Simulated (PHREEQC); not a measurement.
Alkaline etch or developer: speciation

Make-up at 20 °C: 0.0026 mol/kgw TMAH, 0.0011 mol/kgw K2SiO3 and 0.034 mol/kgw K2CO3. Closed to the air; pH follows from the charge balance.

Equilibrium calculation in PHREEQC: ion-association model, phreeqc.dat.

This is a speciation only: nothing precipitates in the calculation.

Question: Predict the pH.

Answer: pH 11.69.

Question: In which forms is Si present?

Answer: H3SiO4- 94 %, H2SiO4-2 4.5 %, H4SiO4 1.2 % of the Si.

Species that the database lacks are ignored. (CH3)4N+ isn't in the database: it is added as a free cation with an ion size of 4 Å.
